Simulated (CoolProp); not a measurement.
The numbers come from the reference Helmholtz-energy equation of state, Lemmon 2006 in CoolProp. It is a short technical equation, of lower accuracy than the large ones.

For CH3F (R41), give the phase and the density (kg/m³), cv (kJ/(kg K)) at 309 K and 10800 kPa.


- 309 K and 10800 kPa: liquid; density 601, cv 1.22
